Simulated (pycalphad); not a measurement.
Source of the numbers: pycalphad with the COST 507 light-alloy database (1999); pressure 1 atm. The database dates from 1999; later assessments differ in places, in temperatures and in the compounds included. Phase fractions are per mole of atoms. Kinetics are ignored, which matters at the lower temperatures.

Problem. Give the equilibrium state of C-12.22B (wt.%) at 2877 °C.

Solution. graphite, fraction 0.807, with 1.5 B wt.%; liquid, fraction 0.193, with 59.7 B wt.%.

Problem. Give the equilibrium state of C-12.22B (wt.%) at 477 °C.

Solution. graphite, fraction 0.833, with <0.01 B wt.%; B4C, fraction 0.167, with 78.3 B wt.%.

Database names, with the compositions (at.%) that they take in these runs: B4C: B 80 C 20.
